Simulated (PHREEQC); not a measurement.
0.096 g of hydrous ferric oxide (600 m²/g; 0.2 weak and 0.005 strong sites per Fe, Dzombak-Morel constants, diffuse double layer) in 1 kg of water with 0.005 mol/kgw of an inert sodium salt and 3.2e-06 mol MgCl2, 5e-06 mol SrCl2 and 5.8e-07 mol H3BO3, at 25 °C; the pH is set by adding NaOH or the inert anion's acid. O2 is buffered at 0.21 atm. No CO2 enters from the air. No solid was allowed to form.

The series has 13 steps of pH, from 4 to 10.

Model: ion-association model, wateq4f.dat, run in PHREEQC.

**Question.** Near which pH is half of the Mg sorbed, and on which side is more sorbed?

**Answer.** Near pH 8.3, with more sorbed at higher pH.

**Question.** Near which pH is half of the Sr sorbed, and on which side is more sorbed?

**Answer.** Near pH 8.6, with more sorbed at higher pH.
